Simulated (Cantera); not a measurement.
Input: 1 mol AlCl3, 9.7 mol N2, 2.5 mol O2, at 5500 Pa.

Cantera equilibrium calculation (NASA polynomials, part measured and part estimated; ideal gas, pure solids and liquids). Candidate condensed phases: Al, AlCl3, AlN, Al2O3; 24 gas species. Kinetics and transport are ignored.

Task: At 1200 K, list the 6 most abundant gas species with their mole fractions, and the condensed phases.

Result: N2 0.746, O2 0.135, Cl2 0.112, Cl 0.00675, NO 0.000152, ClO 2.28e-5. Condensed: Al2O3(s).
